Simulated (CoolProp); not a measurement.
The numbers come from the reference Helmholtz-energy equation of state, Tillner-Roth 1997 in CoolProp.

**Question.** Give the vapour pressure (kPa), liquid density (kg/m³), liquid cp (kJ/(kg K)), liquid viscosity (µPa s) of saturated CH2F2 (R32) at 239.6, 255.1 K.

**Answer.** 
```csv
T (K),p (kPa),liquid density (kg/m³),liquid cp (kJ/(kg K)),liquid viscosity (µPa s)
239.6,236,1160,1.62,234
255.1,436,1110,1.67,191
```

Viscosity comes from a separate model (Bell 2016), an estimate that may be off by 10 % or more.
